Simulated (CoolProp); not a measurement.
A simple Rankine cycle with n-octane: condensing at 307.15 K, boiler at 0.395 MPa, turbine inlet 606.1 K, turbine efficiency 0.75, pump efficiency 0.8, no recuperator. Each further row changes one setting.

Model: reference Helmholtz-energy equation of state, Beckmüller 2019, in CoolProp.

```tsv
case	thermal efficiency (%)	net work (kJ/kg)	heat in (kJ/kg)	turbine exit temperature (K)	volume ratio over the turbine
as stated	14.2	148	1040	550.0	123
condensing temperature 299.15 K	15.2	161	1060	545.3	188
boiler pressure 0.276 MPa	13.3	139	1050	554.5	85.4
turbine efficiency 0.65	12.3	129	1040	557.3	125
```
